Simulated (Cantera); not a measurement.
Charge: 1 mol Si, 0.022 mol N2O, 120 mol H2, at 1700 °C and 0.100 bar.

Method: chemical equilibrium by Gibbs-energy minimisation in Cantera with the NASA 1993 tables (ideal gas, pure condensed phases). Candidate condensed phases: H2O, Si, SiO2, Si2N2O, Si3N4; 35 gas species. Gases not in the tables: Si2H6 and higher silanes. Kinetics and transport are ignored.

Base state: H2 0.995, H 0.00426, Si 0.000316, SiO 0.000183, N2 0.000182, SiH2 9.04e-5, SiH 7.20e-5 (mole fractions); condensed: Si(l).

Question: What changes in the equilibrium state with this change: pressure from 0.100 bar to 2.00 bar?

Answer: 
| species | before | after |
|---|---|---|
| H2 | 0.995 | 0.999 |
| H | 0.00426 | 0.000953 |
| SiO | 0.000183 | 0.000183 |
| Si | 0.000316 | 1.58e-5 |
| SiH | 7.20e-5 | 1.61e-5 |
| SiH2 | 9.04e-5 | 9.07e-5 |
| N2 | 0.000182 | 0.000183 |
| Si(l), mol | 0.919 | 0.963 |

Question: What changes in the equilibrium state with this change: temperature from 1700 °C to 1402 °C?

Answer: 
```tsv
species	before	after
H2	0.995	0.999
H	0.00426	0.000367
SiO	0.000183	0.000183
Si	0.000316	4.34e-6
SiH	7.20e-5	2.30e-6
SiH2	9.04e-5	1.12e-5
N2	0.000182	0.000183
Si(l), mol	0.919	0
Si(s), mol	0	0.976
```
